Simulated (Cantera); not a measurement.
Input (Python, Cantera) and output of one run.

```python
import numpy as np
import cantera as ct

gas_names = """
    H H2 N NH NH2 NH3 N2 N2H2 N2H4 Si SiH SiH2 SiH3 SiH4 SiN Si2 Si2N Si3
""".split()
cond_names = """
    Si(cr) Si(L) Si3N4(a)
""".split()


# ... load() reads the species with a 1 bar reference pressure and builds the phases ...
atoms = {
    'trisilylamine': {'Si': 3, 'N': 1, 'H': 9},
    'N2': {'N': 2},
    'H2': {'H': 2},
    'NH3': {'N': 1, 'H': 3},
}
top_T = {'Si3N4(a)': 2400}  # K; cautious upper limits of use, not melting points


# ... equilibrate(T, P, feed) seeds the gas with the atoms and calls Mixture.equilibrate('TP', solver="vcs", rtol=1e-11, max_steps=5000) ...
results = []
feed = {'trisilylamine': 1, 'N2': 2.5, 'H2': 6.3, 'NH3': 1.2}  # mol
T = 2148  # K
for P in [5, 15, 45, 140, 410, 1200, 3700, 11000, 33000, 100000]:
    mix = equilibrate(T, P, feed)
    results.append((T, P, feed, dict(zip(mix.species_names, mix.species_moles))))
    x = sorted(zip(gas.X, gas.species_names), reverse=True)
    print(f"T = {T:g} K  P = {P:g} Pa  gas = {mix.phase_moles(0):.4g} mol")
    print("   x: " + "  ".join(f"{s} {v:.3e}" for v, s in x if v > 0.0001))
    print("   condensed (mol): " + ("  ".join(f"{mix.phase(i).name} {mix.phase_moles(i):.4g}"
          for i in range(1, mix.n_phases) if mix.phase_moles(i) > 1e-12) or "none"))
```

Result:

```
T = 2148 K  P = 5 Pa  gas = 23.33 mol
   x: H2 3.624e-01  H 3.548e-01  N2 1.542e-01  Si 1.281e-01  SiH 2.677e-04
   condensed (mol): none
T = 2148 K  P = 15 Pa  gas = 21.7 mol
   x: H2 4.643e-01  H 2.319e-01  N2 1.658e-01  Si 1.371e-01  SiH 5.617e-04  Si2 1.849e-04  SiN 1.282e-04
   condensed (mol): none
T = 2148 K  P = 45 Pa  gas = 20.66 mol
   x: H2 5.374e-01  N2 1.741e-01  H 1.440e-01  Si 1.424e-01  SiH 1.087e-03  Si2 5.984e-04  SiN 2.363e-04
   condensed (mol): none
T = 2148 K  P = 140 Pa  gas = 19.96 mol
   x: H2 5.874e-01  N2 1.799e-01  Si 1.421e-01  H 8.537e-02  SiH 2.001e-03  Si2 1.855e-03  Si2N 4.410e-04  SiN 4.229e-04  Si3 3.355e-04  SiH2 1.235e-04
   condensed (mol): none
T = 2148 K  P = 410 Pa  gas = 17.66 mol
   x: H2 6.858e-01  N2 2.036e-01  H 5.390e-02  Si 5.365e-02  SiH 1.396e-03  Si2 7.737e-04  Si2N 3.349e-04  SiN 2.905e-04  SiH2 1.593e-04  Si3 1.547e-04
   condensed (mol): Si(L) 1.973
T = 2148 K  P = 1200 Pa  gas = 16.8 mol
   x: H2 7.332e-01  N2 2.141e-01  H 3.258e-02  Si 1.833e-02  SiH 8.440e-04  Si2 2.644e-04  Si2N 2.008e-04  SiN 1.742e-04  SiH2 1.703e-04
   condensed (mol): Si(L) 2.654
T = 2148 K  P = 3700 Pa  gas = 16.46 mol
   x: H2 7.556e-01  N2 2.186e-01  H 1.884e-02  Si 5.945e-03  SiH 4.879e-04  SiH2 1.755e-04  Si2N 1.155e-04  SiN 1.002e-04
   condensed (mol): Si(L) 2.882
T = 2148 K  P = 11000 Pa  gas = 16.33 mol
   x: H2 7.659e-01  N2 2.204e-01  H 1.100e-02  Si 2.000e-03  SiH 2.849e-04  SiH2 1.779e-04
   condensed (mol): Si(L) 2.955
T = 2148 K  P = 33000 Pa  gas = 16.26 mol
   x: H2 7.712e-01  N2 2.213e-01  H 6.372e-03  Si 6.665e-04  SiH2 1.792e-04  SiH 1.651e-04
   condensed (mol): Si(L) 2.981
T = 2148 K  P = 100000 Pa  gas = 16.23 mol
   x: H2 7.741e-01  N2 2.217e-01  H 3.667e-03  Si 2.200e-04  SiH2 1.798e-04
   condensed (mol): Si(L) 2.991
```

Equilibrium computed with Cantera from the NASA thermochemical tables; the gas is ideal and each condensed phase is pure. The feed counts by its element totals alone. The tables' values for SiN are old estimates; treat these amounts as uncertain. Gases not in the tables: Si2H6 and higher silanes.
